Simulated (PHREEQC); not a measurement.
Dissolve 0.0026 mol NH4HS and 0.00061 mol FeCl2 per kg of water at 90 °C. Closed to the air; pH follows from the charge balance.

The numbers come from PHREEQC with the ion-association model, phreeqc.dat.

This is a speciation only: nothing precipitates in the calculation.

Problem. Order these Fe species by the share of Fe that they hold, largest first: Fe+2, Fe(HS)2, Fe(HS)3-.

Solution. Fe(HS)2 (91 %), Fe(HS)3- (9.3 %), Fe+2 (0.16 %)

Problem. Order these S species by the share of S that they hold, largest first: HS-, Fe(HS)2, H2S, Fe(HS)3-.

Solution. Fe(HS)2 (42 %), HS- (36 %), H2S (15 %), Fe(HS)3- (6.5 %)

The pH is 6.88 and the ionic strength 0.00222 mol/kgw. Complexes and solids missing from the database can't appear. At this temperature some constants are extrapolated from 25 °C, and those without enthalpy data are left unchanged.
